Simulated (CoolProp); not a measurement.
Vapour pressure (bar) of R1234yf: the reference equation beside estimates from Tc = 94.7 °C, pc = 33.84 bar, ω = 0.276. Clausius-Clapeyron is anchored at -16.15 °C with a constant enthalpy of vaporisation of 19.77 kJ/mol.

Values from CoolProp's reference Helmholtz-energy equation of state, Lemmon 2022.

```tsv
T (°C)	reference	Clausius-Clapeyron	van der Waals	Redlich-Kwong	Soave-Redlich-Kwong
-25.05	1.225	1.261	5.597	2.145	1.220
-20.55	1.475	1.495	6.147	2.511	1.473
-16.15	1.757	1.757	6.718	2.912	1.757
-11.65	2.086	2.060	7.337	3.366	2.090
-7.15	2.461	2.403	7.991	3.870	2.469
-2.75	2.874	2.779	8.667	4.413	2.890
1.75	3.351	3.209	9.395	5.021	3.374
6.15	3.872	3.678	10.14	5.671	3.904
10.65	4.466	4.210	10.95	6.394	4.510
15.15	5.127	4.798	11.79	7.179	5.184
19.55	5.841	5.431	12.65	8.010	5.913
24.05	6.647	6.142	13.58	8.925	6.736
28.45	7.512	6.903	14.52	9.887	7.621
32.95	8.482	7.751	15.53	10.94	8.612
37.35	9.517	8.653	16.55	12.05	9.670
```

Absolute difference from the reference over all 15 rows, mean and median: Clausius-Clapeyron 4.9 and 5.0 %, van der Waals 181.5 and 161.9 %, Redlich-Kwong 48.1 and 46.5 %, Soave-Redlich-Kwong 0.8 and 0.8 %.
